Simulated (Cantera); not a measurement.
A diamond (100) surface in a fixed gas of H2 with x(CH4) = 0.0064, x(H) = 0.00021, x(CH3) = 3.5e-05, at 1050 K; coverages are run to steady state.

Model: the Harris–Goodwin 1993 mechanism for the reconstructed diamond (100) surface, integrated in Cantera.

One state of this run: growth (µm/h) = 0.333; θ c6HH = 0.569; θ c6H* = 0.0210; θ c6*H = 0.377; θ c6** = 0.00790; θ c6HM = 0.0171. θ: site fractions in the mechanism's names (c6HH fully hydrogenated, c6H* and c6*H radical sites, c6** diradical, c6HM methylated).

Which value of P (Pa) does it belong to?
A. 1100
B. 590
C. 34000
D. 6000

D, 6000
